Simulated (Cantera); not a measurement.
Input (Python, Cantera) and output of one run.

```python
import numpy as np
import cantera as ct

gas_names = """
    CL CL2 H HCL H2 Si SiCL SiCL2 SiCL3 SiCL4 SiH SiHCL3 SiH2 SiH2CL2 SiH3 SiH3CL SiH4 Si2 Si3
""".split()
cond_names = """
    Si(cr) Si(L)
""".split()


# ... load() reads the species with a 1 bar reference pressure and builds the phases ...
atoms = {
    'Si': {'Si': 1},
    'H2': {'H': 2},
    'HCl': {'H': 1, 'CL': 1},
}
top_T = {}  # K; cautious upper limits of use, not melting points


# ... equilibrate(T, P, feed) seeds the gas with the atoms and calls Mixture.equilibrate('TP', solver="vcs", rtol=1e-11, max_steps=5000) ...
results = []
feed = {'Si': 1, 'H2': 4, 'HCl': 1.5}  # mol
P = 13000  # Pa
for T in [898, 923, 948, 973, 998, 1023, 1048, 1073, 1098]:
    mix = equilibrate(T, P, feed)
    results.append((T, P, feed, dict(zip(mix.species_names, mix.species_moles))))

top = {s: max(r[3][s] / sum(r[3][g] for g in gas_names) for r in results) for s in gas_names}
cols = sorted((s for s in top if top[s] > 0.0001), key=lambda s: -top[s])[:8]
seen = [c for c in cond_names if any(r[3].get(c, 0) > 1e-12 for r in results)]
print("log10 of partial pressures in bar; condensed amounts in mol")
print(f"{'T/K':>10s}" + "".join(f"{s[:9]:>10s}" for s in cols + seen))
for T, P, feed, n in results:
    ng = sum(n[g] for g in gas_names)
    print(f"{T:10.4g}" + "".join(f"{np.log10(max(n[s] / ng * P / 1e5, 1e-99)):10.3f}" for s in cols)
          + "".join(f"{n.get(c, 0):10.4g}" for c in seen))
```

Output:

```
log10 of partial pressures in bar; condensed amounts in mol
       T/K        H2     SiCL4       HCL    SiHCL3     SiCL3     SiCL2   SiH2CL2    Si(cr)
       898    -0.924    -2.148    -3.086    -2.542    -4.475    -5.116    -3.960    0.6022
       923    -0.925    -2.151    -2.975    -2.549    -4.312    -4.868    -3.955    0.6047
       948    -0.926    -2.155    -2.871    -2.556    -4.159    -4.634    -3.952    0.6075
       973    -0.927    -2.160    -2.773    -2.564    -4.015    -4.413    -3.949    0.6108
       998    -0.928    -2.167    -2.680    -2.573    -3.880    -4.204    -3.948    0.6145
      1023    -0.929    -2.175    -2.593    -2.584    -3.753    -4.007    -3.948    0.6185
      1048    -0.930    -2.186    -2.511    -2.596    -3.635    -3.821    -3.950    0.6229
      1073    -0.932    -2.199    -2.433    -2.610    -3.524    -3.645    -3.954    0.6275
      1098    -0.934    -2.215    -2.360    -2.626    -3.421    -3.479    -3.959    0.6322
```

These are equilibrium values from Cantera (NASA tables, ideal gas, pure condensed phases), not measurements of a reactor. The tables' values for SiCl3 are old estimates; treat these amounts as uncertain.
